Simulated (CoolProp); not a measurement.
Isohexane at 362.39 K and 1.01 MPa is throttled through a valve to 0.142 MPa with no heat exchange. Each further row changes one setting.

Model: reference Helmholtz-energy equation of state, Lemmon 2006, in CoolProp. It is a short technical equation, of lower accuracy than the large ones.

```json
[
 {"case": "as stated", "temperature change (K)": "(withheld)", "final phase": "two-phase, vapour fraction 0.146", "final density (kg/m³)": "29.9"},
 {"case": "outlet pressure 0.0426 MPa", "temperature change (K)": "(withheld)", "final phase": "(withheld)", "final density (kg/m³)": "(withheld)"},
 {"case": "outlet pressure 0.185 MPa", "temperature change (K)": "(withheld)", "final phase": "(withheld)", "final density (kg/m³)": "(withheld)"}
]
```

Problem. What belongs in the gaps?

Solution. 
- as stated, temperature change (K): -18.0
- outlet pressure 0.0426 MPa, temperature change (K): -53.9
- outlet pressure 0.0426 MPa, final phase: two-phase, vapour fraction 0.385
- outlet pressure 0.0426 MPa, final density (kg/m³): 3.80
- outlet pressure 0.185 MPa, temperature change (K): -8.8
- outlet pressure 0.185 MPa, final phase: two-phase, vapour fraction 0.074
- outlet pressure 0.185 MPa, final density (kg/m³): 70.2
